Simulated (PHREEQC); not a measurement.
Arsenic or selenium liquor: speciation

Dissolve 2.6 mmol/kgw H2SeO3, 0.18 mmol/kgw H3PO4 and 3.6 mmol/kgw NaCl at 58 °C. Closed to the air; pH follows from the charge balance.

The numbers come from PHREEQC with the ion-association model, wateq4f.dat.

This is a speciation only: nothing precipitates in the calculation.

Estimate the pH.

pH 2.83.

In which forms is Se present?

HSeO3- 56 %, H2SeO3 44 % of the Se.

Complexes and solids missing from the database can't appear. H3PO4, which wateq4f.dat lacks, is added to it with the constant of phreeqc.dat. At this temperature some constants are extrapolated from 25 °C, and those without enthalpy data are left unchanged.
